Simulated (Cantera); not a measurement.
Feed: 1 mol borazine, 8.3 mol N₂, equilibrated at 2048 K and 1000 Pa.

These are equilibrium values from Cantera (NASA tables, ideal gas, pure condensed phases), not measurements of a reactor. Candidate condensed phases: B, BN; 15 gas species. The feed counts by its element totals alone. The tables' values for BH₂ are old estimates; treat these amounts as uncertain. The numbers say what is thermodynamically allowed, not how fast it happens.

Base state: N₂ 0.730, H₂ 0.258, H 0.0114, BH₂ 2.85e-5 (mole fractions); condensed: BN(s).

Problem. What changes in the equilibrium state with this change: 1.7 mol O₂ added?

Solution. 
```json
[
 {"species": "N₂", "before": "0.730", "after": "0.670"},
 {"species": "H₂", "before": "0.258", "after": "0.173"},
 {"species": "HBO", "before": "0", "after": "0.0489"},
 {"species": "BO", "before": "0", "after": "0.0364"},
 {"species": "B₂O₂", "before": "0", "after": "0.0349"},
 {"species": "B₂O₃", "before": "0", "after": "0.0226"},
 {"species": "H", "before": "0.0114", "after": "0.00933"},
 {"species": "HBO₂", "before": "0", "after": "0.00465"},
 {"species": "H₂O", "before": "0", "after": "0.000108"},
 {"species": "BO₂", "before": "0", "after": "3.29e-5"},
 {"species": "B₂O", "before": "0", "after": "1.71e-5"},
 {"species": "BN(s), mol", "before": "3.00", "after": "0"}
]
```
Further candidate phases: B₂O₃, B₃O₃H₃, H₂O.

Problem. What changes in the equilibrium state with this change: pressure from 1000 Pa to 73.0 Pa?

Solution. 
| species | before | after |
|---|---|---|
| N₂ | 0.730 | 0.719 |
| H₂ | 0.258 | 0.240 |
| H | 0.0114 | 0.0406 |
| B | 5.24e-6 | 0.000267 |
| BH₂ | 2.85e-5 | 9.86e-5 |
| BN(s), mol | 3.00 | 3.00 |
